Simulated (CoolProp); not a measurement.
Properties of water along the isobar 1.01 bar.

Values from CoolProp's reference Helmholtz-energy equation of state, Wagner 2002.

| T (K) | phase | cp (kJ/(kg K)) | cv (kJ/(kg K)) | viscosity (µPa s) | Prandtl number | fugacity coefficient |
|---|---|---|---|---|---|---|
| 363.5 | liquid | 4.206 | 3.819 | 313 | 1.96 | 0.6959 |
| 383.3 | gas | 2.043 | 1.530 | 12.6 | 1.01 | 0.9869 |
| 403 | gas | 2.005 | 1.506 | 13.4 | 0.991 | 0.9897 |
| 422.7 | gas | 1.986 | 1.497 | 14.2 | 0.977 | 0.9917 |
| 442.5 | gas | 1.977 | 1.494 | 15.0 | 0.967 | 0.9932 |
| 462.2 | gas | 1.975 | 1.496 | 15.8 | 0.961 | 0.9943 |
| 481.9 | gas | 1.977 | 1.502 | 16.6 | 0.955 | 0.9952 |
| 501.7 | gas | 1.982 | 1.509 | 17.4 | 0.951 | 0.9959 |
| 521.4 | gas | 1.989 | 1.518 | 18.2 | 0.947 | 0.9965 |
| 541.1 | gas | 1.997 | 1.527 | 19.0 | 0.944 | 0.9970 |
| 560.9 | gas | 2.006 | 1.538 | 19.8 | 0.941 | 0.9974 |
| 580.6 | gas | 2.016 | 1.549 | 20.6 | 0.938 | 0.9977 |
| 600.3 | gas | 2.027 | 1.560 | 21.4 | 0.935 | 0.9980 |

Viscosity comes from a separate model (Huber 2009). Thermal conductivity comes from a separate model (Huber 2012).
